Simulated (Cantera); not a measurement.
Input: 1 mol SiCl4, 52 mol H2, equilibrated at 3.90 mbar.

Method: chemical equilibrium by Gibbs-energy minimisation in Cantera with the NASA 1993 tables (ideal gas, pure condensed phases). Candidate condensed phases: Si; 19 gas species. The tables' values for SiCl3 are old estimates; treat these amounts as uncertain. The numbers say what is thermodynamically allowed, not how fast it happens. All values below are at 1123 K.

Base state: H2 0.943, HCl 0.0478, SiCl2 0.00512, SiCl4 0.00263, SiCl3 0.00104, SiHCl3 0.000889, SiH2Cl2 3.68e-5 (mole fractions); condensed: Si(s).

### Question
What changes in the equilibrium state with this change: H2 from 52 to 12 mol?

### Answer
```tsv
species	before	after
H2	0.943	0.848
HCl	0.0478	0.0860
SiCl4	0.00263	0.0341
SiCl2	0.00512	0.0184
SiCl3	0.00104	0.00711
SiHCl3	0.000889	0.00577
SiH2Cl2	3.68e-5	0.000119
Si(s), mol	0.478	0.121
```

### Question
What changes in the equilibrium state with this change: pressure from 3.90 mbar to 0.133 bar?

### Answer
```tsv
species	before	after
H2	0.943	0.960
HCl	0.0478	0.0257
SiCl4	0.00263	0.00725
SiH2Cl2	3.68e-5	0.000364
SiHCl3	0.000889	0.00464
SiCl2	0.00512	0.00145
SiCl3	0.00104	0.000921
Si(s), mol	0.478	0.220
```
